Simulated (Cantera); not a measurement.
What does this Cantera script print?

```python
import numpy as np
import cantera as ct

gas = ct.Solution("gri30.yaml")
gas.TPX = 373, 500000, {'CH4': 1, 'O2': 1.25, 'N2': 4.7}
inlet = ct.Reservoir(gas, clone=True)
gas.equilibrate("HP")  # start burning
reactor = ct.IdealGasConstPressureReactor(gas, energy="on", clone=False)
exhaust = ct.Reservoir(gas, clone=True)
tau = [0.026, 0.013, 0.0067, 0.0034, 0.0018, 0.00089, 0.00046, 0.00023, 0.00012, 6.1e-05, 3.1e-05, 1.6e-05, 8.1e-06][0]
for a, b in ((inlet, reactor), (reactor, exhaust)):
    ct.MassFlowController(a, b, mdot=lambda t: reactor.mass / tau)
net = ct.ReactorNet([reactor])
show = ['CH4', 'O2', 'CH2O', 'C2H', 'O']

rows = []
print(f"{'tau/s':>10s}{'T/K':>9s}" + "".join(f"{s:>11s}" for s in show))
for tau in [0.026, 0.013, 0.0067, 0.0034, 0.0018, 0.00089, 0.00046, 0.00023, 0.00012, 6.1e-05, 3.1e-05, 1.6e-05, 8.1e-06]:
    net.initial_time = 0.0
    net.advance(30 * tau)
    before = gas.X
    net.advance(40 * tau)
    drift = np.max(np.abs(gas.X - before) / (gas.X + 1e-9))
    rows.append([gas.T, *gas[show].X, drift])
    print(f"{tau:10.3e}{gas.T:9.1f}" + "".join(f"{x:11.3e}" for x in gas[show].X))
```

Output:

```
     tau/s      T/K        CH4         O2       CH2O        C2H          O
 2.600e-02   1916.9  6.212e-03  6.277e-04  8.157e-06  9.873e-08  2.596e-07
 1.300e-02   1919.4  7.573e-03  1.131e-03  1.339e-05  1.433e-07  4.714e-07
 6.700e-03   1917.7  8.988e-03  1.969e-03  2.157e-05  1.897e-07  8.444e-07
 3.400e-03   1908.7  1.063e-02  3.462e-03  3.556e-05  2.313e-07  1.548e-06
 1.800e-03   1888.3  1.260e-02  5.983e-03  5.875e-05  2.474e-07  2.747e-06
 8.900e-04   1832.1  1.642e-02  1.224e-02  1.189e-04  1.933e-07  5.192e-06
 4.600e-04    373.0  1.439e-01  1.799e-01 -1.922e-16  6.094e-50 -2.764e-29
 2.300e-04    373.0  1.439e-01  1.799e-01  1.048e-19  8.110e-61  6.444e-33
 1.200e-04    373.0  1.439e-01  1.799e-01  5.095e-21 -4.679e-58  6.088e-34
 6.100e-05    373.0  1.439e-01  1.799e-01  3.218e-22  3.602e-61 -1.281e-34
 3.100e-05    373.0  1.439e-01  1.799e-01  2.033e-23 -4.599e-62 -3.772e-36
 1.600e-05    373.0  1.439e-01  1.799e-01  1.284e-24 -1.397e-65  3.085e-37
 8.100e-06    373.0  1.439e-01  1.799e-01  8.111e-26 -9.358e-69  6.005e-38
```

Detailed kinetics in Cantera: GRI-Mech 3.0 (53 species, 325 reactions).
